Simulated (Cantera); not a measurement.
## Hydrocarbon pyrolysis for carbon deposition

An isothermal, constant-pressure homogeneous reactor starts with 22.7 % CH₄, 77.3 % N₂, at 1600 K and 0.133 bar.

Computed with Cantera and GRI-Mech 3.0 (53 species, 325 reactions). GRI-Mech 3.0 stops at C3 and has no aromatics, soot or wall deposition, so with more carbon than oxygen in the feed, carbon stays in small species such as C2H2 where larger ones or solid carbon would form.

```json
[
 {"t (s)": "1.00e-6", "x CH₄": "0.227", "x C₂H₂": "<1e-12", "x H₂": "2.55e-8", "x C₂H": "<1e-12", "x HCN": "<1e-12", "x H": "5.86e-8"},
 {"t (s)": "2.68e-6", "x CH₄": "0.227", "x C₂H₂": "<1e-12", "x H₂": "1.30e-7", "x C₂H": "<1e-12", "x HCN": "<1e-12", "x H": "9.52e-8"},
 {"t (s)": "7.20e-6", "x CH₄": "0.227", "x C₂H₂": "<1e-12", "x H₂": "4.96e-7", "x C₂H": "<1e-12", "x HCN": "<1e-12", "x H": "1.09e-7"},
 {"t (s)": "1.93e-5", "x CH₄": "0.227", "x C₂H₂": "<1e-12", "x H₂": "1.51e-6", "x C₂H": "<1e-12", "x HCN": "<1e-12", "x H": "1.09e-7"},
 {"t (s)": "5.18e-5", "x CH₄": "0.227", "x C₂H₂": "<1e-12", "x H₂": "4.24e-6", "x C₂H": "<1e-12", "x HCN": "<1e-12", "x H": "1.09e-7"},
 {"t (s)": "0.000139", "x CH₄": "0.227", "x C₂H₂": "7.08e-12", "x H₂": "1.16e-5", "x C₂H": "<1e-12", "x HCN": "<1e-12", "x H": "1.10e-7"},
 {"t (s)": "0.000373", "x CH₄": "0.227", "x C₂H₂": "4.23e-10", "x H₂": "3.17e-5", "x C₂H": "<1e-12", "x HCN": "<1e-12", "x H": "1.14e-7"},
 {"t (s)": "0.00100", "x CH₄": "0.227", "x C₂H₂": "2.47e-8", "x H₂": "9.28e-5", "x C₂H": "<1e-12", "x HCN": "<1e-12", "x H": "1.46e-7"},
 {"t (s)": "0.00268", "x CH₄": "0.227", "x C₂H₂": "1.37e-6", "x H₂": "0.000367", "x C₂H": "3.42e-12", "x HCN": "1.29e-12", "x H": "3.19e-7"},
 {"t (s)": "0.00720", "x CH₄": "0.224", "x C₂H₂": "6.17e-5", "x H₂": "0.00229", "x C₂H": "1.05e-10", "x HCN": "2.08e-11", "x H": "1.16e-6"},
 {"t (s)": "0.0193", "x CH₄": "0.211", "x C₂H₂": "0.00181", "x H₂": "0.0155", "x C₂H": "2.07e-9", "x HCN": "4.97e-10", "x H": "5.31e-6"},
 {"t (s)": "0.0518", "x CH₄": "0.175", "x C₂H₂": "0.0155", "x H₂": "0.0586", "x C₂H": "1.25e-8", "x HCN": "4.51e-9", "x H": "1.40e-5"},
 {"t (s)": "0.139", "x CH₄": "0.127", "x C₂H₂": "0.0386", "x H₂": "0.120", "x C₂H": "2.70e-8", "x HCN": "1.74e-8", "x H": "2.51e-5"},
 {"t (s)": "0.373", "x CH₄": "0.0744", "x C₂H₂": "0.0614", "x H₂": "0.186", "x C₂H": "4.34e-8", "x HCN": "5.07e-8", "x H": "3.92e-5"},
 {"t (s)": "1.00", "x CH₄": "0.0322", "x C₂H₂": "0.0790", "x H₂": "0.238", "x C₂H": "6.24e-8", "x HCN": "1.21e-7", "x H": "5.59e-5"}
]
```
x: mole fraction; the columns are a selection and need not sum to one.

Equilibrium at this temperature and pressure: CH₄ 0.00130, C₂H₂ 0.0472, H₂ 0.276, C₂H 4.52e-8, HCN 0.0893, H 7.88e-5 (gas phase only).
